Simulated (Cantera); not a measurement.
A Cantera script and its output.

```python
import numpy as np
import cantera as ct

surf = ct.Interface("ptcombust.yaml", "Pt_surf")
gas = surf.adjacent["gas"]
gas.TPX = 300, 11000, {'H2': 0.016, 'O2': 0.1, 'N2': 0.79}
jet = ct.ImpingingJet(gas=gas, width=0.062, surface=surf)
jet.inlet.mdot, jet.inlet.T, jet.inlet.X = 0.05, 300, {'H2': 0.016, 'O2': 0.1, 'N2': 0.79}
jet.set_refine_criteria(ratio=10, slope=0.2, curve=0.3)
show, cover = ['H2', 'O2', 'H2O', 'OH'], ["PT(S)", "H(S)", "O(S)", "OH(S)", "CO(S)", "C(S)"]

rows = []
print(f"{'Ts/K':>7s}" + "".join(f"{s:>11s}" for s in show + cover) + "   (gas at the wall, coverages)")
for i, Ts in enumerate([700, 750, 800, 850, 900, 950, 1000, 1050]):
    jet.surface.T = Ts
    if i == 0:
        surf.TP = Ts, 11000
        surf.coverages = "PT(S):0.5, O(S):0.5"
        surf.advance_coverages(1.0)
        jet.set_initial_guess(products="inlet")
    jet.solve(loglevel=0, auto=(i == 0))
    rows.append([*(jet.X[gas.species_index(s), -1] for s in show), *surf[cover].coverages])
    print(f"{Ts:7g}" + "".join(f"{x:11.3e}" for x in rows[-1]))
```

It prints:

```
   Ts/K         H2         O2        H2O         OH      PT(S)       H(S)       O(S)      OH(S)      CO(S)       C(S)   (gas at the wall, coverages)
    700  1.680e-03  9.336e-02  3.064e-02  1.271e-10  4.132e-02  1.940e-09  9.564e-01  2.278e-03 -7.988e-30 -6.045e-33
    750  1.256e-03  9.297e-02  3.125e-02  7.477e-10  5.871e-02  4.907e-09  9.393e-01  1.967e-03  2.972e-20  4.508e-26
    800  8.460e-04  9.260e-02  3.185e-02  3.233e-09  9.267e-02  1.459e-08  9.055e-01  1.841e-03  1.084e-20  3.786e-27
    850  5.844e-04  9.238e-02  3.218e-02  1.150e-08  1.407e-01  4.009e-08  8.575e-01  1.723e-03  1.068e-18  9.341e-27
    900  4.342e-04  9.227e-02  3.231e-02  3.497e-08  1.983e-01  9.566e-08  8.001e-01  1.579e-03  6.775e-20  4.382e-30
    950  3.408e-04  9.221e-02  3.236e-02  9.604e-08  2.613e-01  2.011e-07  7.372e-01  1.421e-03  4.685e-17  6.285e-26
   1000  2.811e-04  9.219e-02  3.235e-02  2.378e-07  3.274e-01  3.834e-07  6.713e-01  1.263e-03  5.073e-23  3.558e-25
   1050  2.405e-04  9.226e-02  3.224e-02  5.456e-07  3.938e-01  6.728e-07  6.051e-01  1.110e-03  3.694e-17  6.074e-27
```

Model: Deutschmann's 1995 Pt surface mechanism with GRI-Mech 3.0 gas chemistry, integrated in Cantera. Catalytic surfaces can have several steady states; this one follows from the mechanism file's or the stated starting coverage.
